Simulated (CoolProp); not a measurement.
Benzene along the isotherm 474.3 K: Z from the reference equation and from simpler models built on Tc = 562.0 K, pc = 4.906 MPa, ω = 0.211; each cubic takes its own stable root.

The numbers come from the reference Helmholtz-energy equation of state, Thol 2012 in CoolProp.

```csv
p (MPa),phase,reference,van der Waals,Redlich-Kwong,Soave-Redlich-Kwong,Peng-Robinson
3.77,liquid,0.1122,0.1809,0.1305,0.1257,0.1111
7.55,liquid,0.2202,0.3412,0.2502,0.2430,0.2153
11.3,liquid,0.3241,0.4917,0.3626,0.3540,0.3142
15.1,liquid,0.4269,0.6387,0.4721,0.4625,0.4112
18.9,liquid,0.5277,0.7819,0.5783,0.5680,0.5057
22.6,liquid,0.6240,0.9184,0.6793,0.6685,0.5957
26.4,liquid,0.7215,1.056,0.7809,0.7697,0.6865
30.2,liquid,0.8177,1.192,0.8808,0.8692,0.7760
34,liquid,0.9126,1.326,0.9792,0.9674,0.8642
37.7,liquid,1.004,1.456,1.074,1.062,0.9491
41.5,liquid,1.097,1.588,1.170,1.158,1.035
45.3,liquid,1.189,1.718,1.265,1.253,1.121
49.1,liquid,1.280,1.848,1.359,1.347,1.205
```
